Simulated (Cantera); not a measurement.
Input: 1 mol SiH4, 0.32 mol Cl2, 46 mol N2, equilibrated at 2.93 Torr.

Method: chemical equilibrium by Gibbs-energy minimisation in Cantera with the NASA 1993 tables (ideal gas, pure condensed phases). Candidate condensed phases: NH4Cl, Si, Si3N4; 28 gas species. N2 is the only nitrogen source here; it is nearly inert below about 1500 K, so the nitride shown seldom forms there in practice. The numbers say what is thermodynamically allowed, not how fast it happens.

Over these rows the condensed part is Si3N4(s). Partial pressures as log10 of bar:

```tsv
T (K)	1000/T (1/K)	log p SiCl2	log p N2	log p H2	log p HCl
1075	0.9302	-9.07	-2.43	-3.86	-4.28
1150	0.8696	?	-2.43	-3.86	-4.28
1225	0.8163	-7.50	-2.43	-3.86	-4.28
1300	0.7692	-6.86	-2.43	-3.86	-4.28
1375	0.7273	-6.30	-2.43	-3.86	-4.29
1450	0.6897	-5.83	-2.43	-3.86	-4.31
```

Q: Fit log p(SiCl2) = a + b·(1000/T) to the five rows, give the apparent enthalpy, and predict the row at 1150 K.

A: Means: 1000/T = 0.7865, log p = -7.112. Sxy = -0.469455, Sxx = 0.0347119, so b = -13.52 and a = -7.112 − (-13.52)×0.7865 = 3.52.
Apparent enthalpy: −19.145 × (-13.52) = 259 kJ/mol. With the condensed phases at unit activity, 1/3 Si3N4(s) + 2 HCl(g) = SiCl2(g) + 2/3 N2(g) + H2(g) links this pressure to the main gases: over the six rows their terms move log p by -0.06 in all, so the slope is close to that reaction's ΔH°. The five rows lie within 0.03 of the line.
Prediction at 1150 K: 3.52 + (-13.52)×0.8696 = -8.24. The computed value is -8.24, 0.00 from the line.
